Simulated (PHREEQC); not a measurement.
Consider water at 25 °C with 130 mmol/kgw LiCl, 0.62 mmol/kgw NaHCO3 and 4.6 mmol/kgw KBr. Closed to the air; pH follows from the charge balance.

Model: ion-association model, phreeqc.dat, run in PHREEQC.

| quantity | before | after |
|---|---|---|
| pH | 8.06 | 3.31 |
| ionic strength (mol/kgw) | 0.135 | 1.15 |

Q: What was changed between the two runs?
A) temperature from 25 to 80 °C
B) NaHCO3 left out
C) 0.17 mol/kgw AlCl3 added
D) diluted 100-fold with water
E) LiCl left out

A: C, 0.17 mol/kgw AlCl3 added

No solid was allowed to form. The ionic strength passes 0.7 mol/kgw, the rough limit of the ion-association models, in after.
